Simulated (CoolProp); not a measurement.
Propane at several states: Z from the reference equation and from simpler models built on Tc = 369.9 K, pc = 42.51 bar, ω = 0.152; each cubic takes its own stable root.

Model: reference Helmholtz-energy equation of state, Lemmon 2009, in CoolProp.

```json
[
 {"T (K)": "485", "p (bar)": "6.47", "phase": "gas", "reference": "0.9788", "van der Waals": "0.9768", "Redlich-Kwong": "0.9769", "Soave-Redlich-Kwong": "0.9797", "Peng-Robinson": "0.9754"},
 {"T (K)": "252.1", "p (bar)": "11.4", "phase": "liquid", "reference": "[?]", "van der Waals": "[?]", "Redlich-Kwong": "0.04645", "Soave-Redlich-Kwong": "[?]", "Peng-Robinson": "[?]"},
 {"T (K)": "578.8", "p (bar)": "0.256", "phase": "gas", "reference": "0.9996", "van der Waals": "0.9994", "Redlich-Kwong": "0.9995", "Soave-Redlich-Kwong": "0.9996", "Peng-Robinson": "0.9995"},
 {"T (K)": "264.7", "p (bar)": "110", "phase": "liquid", "reference": "[?]", "van der Waals": "[?]", "Redlich-Kwong": "[?]", "Soave-Redlich-Kwong": "0.4153", "Peng-Robinson": "[?]"},
 {"T (K)": "264.5", "p (bar)": "0.225", "phase": "gas", "reference": "0.9948", "van der Waals": "0.9965", "Redlich-Kwong": "0.9954", "Soave-Redlich-Kwong": "0.9952", "Peng-Robinson": "0.9949"}
]
```

**Question.** What belongs in the gaps?

**Answer.** 
- 252.1, reference: 0.04305
- 252.1, van der Waals: 0.06760
- 252.1, Soave-Redlich-Kwong: 0.04559
- 252.1, Peng-Robinson: 0.04030
- 264.7, reference: 0.3963
- 264.7, van der Waals: 0.5940
- 264.7, Redlich-Kwong: 0.4214
- 264.7, Peng-Robinson: 0.3687
